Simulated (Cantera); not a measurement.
An isothermal, constant-pressure homogeneous reactor starts with CH₄ : H₂ : H = 0.029 : 1 : 0.0058 (molar parts), at 2400 K and 0.360 bar.

Model: GRI-Mech 3.0 (53 species, 325 reactions), integrated in Cantera. GRI-Mech 3.0 stops at C3 and has no aromatics, soot or wall deposition, so with more carbon than oxygen in the feed, carbon stays in small species such as C2H2 where larger ones or solid carbon would form.

x: mole fraction; the columns are a selection and need not sum to one.

```tsv
t (s)	x CH₄	x H₂	x H	x CH₂	x CH₃
5.00e-5	0.0185	0.960	0.0142	8.26e-5	___
0.000138	0.00995	0.961	0.0186	8.14e-5	___
0.000382	0.00329	0.963	0.0215	4.17e-5	___
0.00106	0.000874	0.962	0.0240	1.50e-5	___
0.00292	0.000251	0.961	0.0256	5.05e-6	___
0.00809	0.000103	0.960	0.0261	2.19e-6	___
0.0224	8.30e-5	0.960	0.0262	1.76e-6	4.13e-5
0.0618	8.27e-5	0.960	0.0262	1.76e-6	4.12e-5
0.171	8.27e-5	0.960	0.0262	1.76e-6	4.12e-5
0.473	8.27e-5	0.960	0.0262	1.76e-6	4.12e-5
1.31	8.27e-5	0.960	0.0262	1.76e-6	4.12e-5
3.62	8.27e-5	0.960	0.0262	1.76e-6	4.12e-5
10.0	8.27e-5	0.960	0.0262	1.76e-6	4.12e-5
```

Q: Fill in the missing entries.

A: 
- 5.00e-5, x CH₃: 0.00501
- 0.000138, x CH₃: 0.00351
- 0.000382, x CH₃: 0.00134
- 0.00106, x CH₃: 0.000399
- 0.00292, x CH₃: 0.000122
- 0.00809, x CH₃: 5.15e-5
